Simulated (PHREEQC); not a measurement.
Dissolve 39 mmol/kgw HF, 7.5 mmol/kgw CsF, 0.037 mmol/kgw (NH4)2SiF6 and 0.41 mmol/kgw H3PO4 at 20 °C. Closed to the air; pH follows from the charge balance.

Computed with PHREEQC (ion-association model, wateq4f.dat).

Precipitation was switched off in this run.

### Question
What pH, ionic strength does the model give?

### Answer
pH 2.58; ionic strength 0.0105 mol/kgw.

### Question
In which forms is F present?

### Answer
HF 64 %, F- 19 %, H2F2 12 %, HF2- 4.3 % of the F.

wateq4f.dat counts part of the HF as a dimer, H2F2, which phreeqc.dat doesn't know; its constant is uncertain. H3PO4, which wateq4f.dat lacks, is added to it with the constant of phreeqc.dat. SiF6-2 is the database's only silicon fluoride.
